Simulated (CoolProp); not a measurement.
Properties of propane along the isotherm 410.9 K.

Values from CoolProp's reference Helmholtz-energy equation of state, Lemmon 2009.

```tsv
p (MPa)	phase	cv (kJ/(kg K))	isothermal compressibility (1/MPa)
0.664	gas	1.996	1.568
1.33	gas	2.011	0.8195
1.99	gas	2.028	0.5771
2.66	gas	2.047	0.4594
3.32	gas	2.068	0.3956
3.99	gas	2.092	0.3592
4.65	supercritical	2.119	0.3414
5.31	supercritical	2.148	0.3360
5.98	supercritical	2.178	0.3354
6.64	supercritical	2.201	0.3186
7.31	supercritical	2.208	0.2596
7.97	supercritical	2.199	0.1835
8.64	supercritical	2.185	0.1260
9.3	supercritical	2.173	0.09094
9.96	supercritical	2.163	0.06919
10.6	supercritical	2.155	0.05536
```
